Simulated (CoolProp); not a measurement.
Computed with CoolProp (reference Helmholtz-energy equation of state, Thol 2016).

Question: Give the vapour pressure (bar), liquid density (kg/m³), vapour density (kg/m³), liquid cp (kJ/(kg K)) of saturated hexamethyldisiloxane (MM) at 306.3, 473.8 K.

Answer: 
| T (K) | p (bar) | liquid density (kg/m³) | vapour density (kg/m³) | liquid cp (kJ/(kg K)) |
|---|---|---|---|---|
| 306.3 | 0.0832 | 751 | 0.536 | 1.92 |
| 473.8 | 9.31 | 522 | 55.9 | 2.57 |
